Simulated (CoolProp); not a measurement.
Saturated liquid density (kg/m³) of octamethyltrisiloxane (MDM): the reference equation beside estimates from Tc = 292.2 °C, pc = 1.438 MPa, ω = 0.528. Rackett uses Z = 0.29056 − 0.08775 ω.

Values from CoolProp's reference Helmholtz-energy equation of state, Thol 2017.

```csv
T (°C),reference,Rackett,van der Waals,Redlich-Kwong,Soave-Redlich-Kwong,Peng-Robinson
157.45,668.9,755.1,389.3,556.4,608.8,689.5
165.05,659.0,743.5,383.7,546.3,598.9,678.5
172.65,648.9,731.7,377.9,536.0,588.5,667.0
180.25,638.5,719.5,371.9,525.2,577.6,654.9
187.85,627.7,706.9,365.7,514.0,566.1,642.0
195.45,616.5,693.9,359.3,502.4,554.0,628.4
203.05,604.9,680.4,352.6,490.3,541.2,614.0
210.55,592.9,666.5,345.6,477.9,527.8,598.8
218.15,580.1,651.8,338.3,464.6,513.3,582.4
225.75,566.7,636.3,330.5,450.7,498.0,564.8
233.35,552.3,619.9,322.3,436.0,481.4,545.8
240.95,537.0,602.4,313.5,420.3,463.6,525.2
248.55,520.3,583.6,304.1,403.5,444.2,502.6
256.15,501.8,562.9,293.7,385.3,422.9,477.7
263.75,480.9,539.8,282.3,365.3,399.0,449.8
```

Absolute difference from the reference over all 15 rows, mean and median: Rackett 12.5 and 12.4 %, van der Waals 41.7 and 41.7 %, Redlich-Kwong 19.8 and 19.4 %, Soave-Redlich-Kwong 11.7 and 11.0 %, Peng-Robinson 2.5 and 2.3 %.
